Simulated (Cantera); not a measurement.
Cantera run:

```python
import numpy as np
import cantera as ct

gas_names = """
    Cr CrN H H2 N NH NH2 NH3 N2 N2H2 N2H4
""".split()
cond_names = """
    Cr(cr) Cr(L) CrN(s) Cr2N(s)
""".split()


def load(file, names, dense=False):
    # The tables refer to 1 bar. Condensed volumes are neglected.
    table = {s.name: s for s in ct.Species.list_from_file(file)}
    out = []
    for n in names:
        d = dict(table[n].input_data)
        d["thermo"] = dict(d["thermo"], **{"reference-pressure": 1e5})
        if dense:
            d["equation-of-state"] = {"model": "constant-volume", "density": "1e6 g/cm^3"}
        out.append(ct.Species.from_dict(d))
    return out


gas = ct.Solution(thermo="ideal-gas", species=load("nasa_gas.yaml", gas_names))
cond = {s.name: ct.Solution(thermo="fixed-stoichiometry", species=[s], name=s.name)
        for s in load("nasa_condensed.yaml", cond_names, dense=True)}
atoms = {
    'Cr': {'Cr': 1},
    'NH3': {'N': 1, 'H': 3},
}
top_T = {'CrN(s)': 1900, 'Cr2N(s)': 1900}  # K; cautious upper limits of use, not melting points


def equilibrate(T, P, feed):
    n = {}
    for name, mol in feed.items():
        for a, k in atoms[name].items():
            n[a] = n.get(a, 0.0) + k * mol
    gas.TPX = T, P, n
    mass = sum(n.values()) * gas.mean_molecular_weight
    gas.equilibrate("TP")
    valid = [c for c in cond.values() if c.min_temp <= T <= top_T.get(c.name, c.max_temp)]
    mix = ct.Mixture([(gas, mass / gas.mean_molecular_weight)] + [(c, 0.0) for c in valid])
    mix.T, mix.P = T, P
    mix.equilibrate("TP", solver="vcs", rtol=1e-11, max_steps=5000)
    return mix


results = []
feed = {'Cr': 1, 'NH3': 3.6}  # mol
P = 27000  # Pa
for T in [750, 850, 950, 1050, 1150, 1250, 1350, 1450, 1550, 1650, 1750]:
    mix = equilibrate(T, P, feed)
    results.append((T, P, feed, dict(zip(mix.species_names, mix.species_moles))))
    x = sorted(zip(gas.X, gas.species_names), reverse=True)
    print(f"T = {T:g} K  P = {P:g} Pa  gas = {mix.phase_moles(0):.4g} mol")
    print("   x: " + "  ".join(f"{s} {v:.3e}" for v, s in x if v > 0.0001))
    print("   condensed (mol): " + ("  ".join(f"{mix.phase(i).name} {mix.phase_moles(i):.4g}"
          for i in range(1, mix.n_phases) if mix.phase_moles(i) > 1e-12) or "none"))
```

Result:

```
T = 750 K  P = 27000 Pa  gas = 6.697 mol
   x: H2 8.057e-01  N2 1.939e-01  NH3 4.392e-04
   condensed (mol): CrN(s) 1
T = 850 K  P = 27000 Pa  gas = 6.699 mol
   x: H2 8.059e-01  N2 1.940e-01  NH3 1.597e-04
   condensed (mol): CrN(s) 1
T = 950 K  P = 27000 Pa  gas = 6.7 mol
   x: H2 8.059e-01  N2 1.940e-01
   condensed (mol): CrN(s) 1
T = 1050 K  P = 27000 Pa  gas = 6.7 mol
   x: H2 8.059e-01  N2 1.940e-01
   condensed (mol): CrN(s) 1
T = 1150 K  P = 27000 Pa  gas = 6.7 mol
   x: H2 8.060e-01  N2 1.940e-01
   condensed (mol): CrN(s) 1
T = 1250 K  P = 27000 Pa  gas = 6.95 mol
   x: H2 7.770e-01  N2 2.230e-01
   condensed (mol): Cr2N(s) 0.5
T = 1350 K  P = 27000 Pa  gas = 6.95 mol
   x: H2 7.770e-01  N2 2.230e-01
   condensed (mol): Cr2N(s) 0.5
T = 1450 K  P = 27000 Pa  gas = 6.95 mol
   x: H2 7.770e-01  N2 2.230e-01
   condensed (mol): Cr2N(s) 0.5
T = 1550 K  P = 27000 Pa  gas = 7.2 mol
   x: H2 7.499e-01  N2 2.500e-01
   condensed (mol): Cr(cr) 1
T = 1650 K  P = 27000 Pa  gas = 7.201 mol
   x: H2 7.498e-01  N2 2.500e-01  H 1.514e-04
   condensed (mol): Cr(cr) 0.9998
T = 1750 K  P = 27000 Pa  gas = 7.203 mol
   x: H2 7.495e-01  N2 2.499e-01  H 3.875e-04  Cr 1.666e-04
   condensed (mol): Cr(cr) 0.9988
```

Method: chemical equilibrium by Gibbs-energy minimisation in Cantera with the NASA 1993 tables (ideal gas, pure condensed phases).
